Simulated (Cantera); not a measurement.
Charge: 1 mol PbO, 4 mol CO, 0.65 mol C, held at 2550 K and 0.0825 Torr.

Cantera equilibrium calculation (NASA polynomials, part measured and part estimated; ideal gas, pure solids and liquids). Candidate condensed phases: C, Pb, PbO, PbO2, Pb3O4; 15 gas species. Kinetics and transport are ignored.

Base state: CO 0.775, Pb 0.168, O 0.0518, CO2 0.00501, O2 0.000867, PbO 0.000150 (mole fractions); condensed: gas only.

### Question
What changes in the equilibrium state with this change: pressure from 0.0825 Torr to 7.50 Torr?

### Answer
```
species    before    after
-------  --------  -------
CO          0.775    0.765
Pb          0.168    0.174
CO2       0.00501   0.0518
O          0.0518  0.00597
PbO      0.000150  0.00163
O2       0.000867  0.00105
```
